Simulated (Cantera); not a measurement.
# Adiabatic ignition

An adiabatic, constant-pressure homogeneous reactor starts with 14.3 % CH₄, 16.9 % O₂, 63.3 % N₂, 5.44 % CO₂, at 1300 K and 1.30 bar.

Detailed kinetics in Cantera: GRI-Mech 3.0 (53 species, 325 reactions).

```json
[
 {"t (s)": "1.00e-6", "T (K)": "1300", "x CH₄": "0.143", "x O₂": "0.169", "x CO₂": "0.0544", "x N₂O": "<1e-12", "x H₂": "2.38e-10", "x NO₂": "<1e-12"},
 {"t (s)": "2.90e-6", "T (K)": "1300", "x CH₄": "0.143", "x O₂": "0.169", "x CO₂": "0.0544", "x N₂O": "<1e-12", "x H₂": "9.41e-10", "x NO₂": "<1e-12"},
 {"t (s)": "8.42e-6", "T (K)": "1300", "x CH₄": "0.143", "x O₂": "0.169", "x CO₂": "0.0544", "x N₂O": "<1e-12", "x H₂": "3.12e-9", "x NO₂": "<1e-12"},
 {"t (s)": "2.44e-5", "T (K)": "1300", "x CH₄": "0.143", "x O₂": "0.169", "x CO₂": "0.0544", "x N₂O": "<1e-12", "x H₂": "1.04e-8", "x NO₂": "<1e-12"},
 {"t (s)": "7.09e-5", "T (K)": "1300", "x CH₄": "0.143", "x O₂": "0.169", "x CO₂": "0.0544", "x N₂O": "<1e-12", "x H₂": "4.14e-8", "x NO₂": "<1e-12"},
 {"t (s)": "0.000206", "T (K)": "1300", "x CH₄": "0.143", "x O₂": "0.169", "x CO₂": "0.0544", "x N₂O": "5.86e-12", "x H₂": "2.67e-7", "x NO₂": "<1e-12"},
 {"t (s)": "0.000597", "T (K)": "1300", "x CH₄": "0.143", "x O₂": "0.169", "x CO₂": "0.0544", "x N₂O": "3.00e-11", "x H₂": "2.97e-6", "x NO₂": "<1e-12"},
 {"t (s)": "0.00173", "T (K)": "1301", "x CH₄": "0.143", "x O₂": "0.169", "x CO₂": "0.0544", "x N₂O": "1.11e-10", "x H₂": "2.33e-5", "x NO₂": "<1e-12"},
 {"t (s)": "0.00503", "T (K)": "1304", "x CH₄": "0.142", "x O₂": "0.168", "x CO₂": "0.0544", "x N₂O": "6.15e-10", "x H₂": "0.000172", "x NO₂": "<1e-12"},
 {"t (s)": "0.0146", "T (K)": "2430", "x CH₄": "1.84e-12", "x O₂": "0.000101", "x CO₂": "0.0470", "x N₂O": "1.49e-8", "x H₂": "0.0790", "x NO₂": "2.70e-9"},
 {"t (s)": "0.0423", "T (K)": "2437", "x CH₄": "2.60e-12", "x O₂": "7.01e-5", "x CO₂": "0.0469", "x N₂O": "1.66e-8", "x H₂": "0.0793", "x NO₂": "5.86e-9"},
 {"t (s)": "0.123", "T (K)": "2437", "x CH₄": "2.61e-12", "x O₂": "6.99e-5", "x CO₂": "0.0469", "x N₂O": "1.70e-8", "x H₂": "0.0793", "x NO₂": "6.29e-9"},
 {"t (s)": "0.356", "T (K)": "2437", "x CH₄": "2.61e-12", "x O₂": "6.99e-5", "x CO₂": "0.0469", "x N₂O": "1.70e-8", "x H₂": "0.0793", "x NO₂": "6.29e-9"},
 {"t (s)": "1.03", "T (K)": "2437", "x CH₄": "2.61e-12", "x O₂": "6.99e-5", "x CO₂": "0.0469", "x N₂O": "1.70e-8", "x H₂": "0.0793", "x NO₂": "6.29e-9"},
 {"t (s)": "3.00", "T (K)": "2437", "x CH₄": "2.61e-12", "x O₂": "6.99e-5", "x CO₂": "0.0469", "x N₂O": "1.70e-8", "x H₂": "0.0793", "x NO₂": "6.29e-9"}
]
```
x: mole fraction; the columns are a selection and need not sum to one.

The time of steepest temperature rise is 14.0 ms. The temperature at 3.00 s comes out as 2437 K, the equilibrium temperature is 2437 K and the x(CH₄) at 3.00 s is 2.61e-12 (gas-phase equilibrium 2.95e-12). The x(O₂) at 3.00 s is 6.99e-5 (gas-phase equilibrium 6.99e-5). The x(CO₂) at 3.00 s comes out as 0.0469 (gas-phase equilibrium 0.0469).
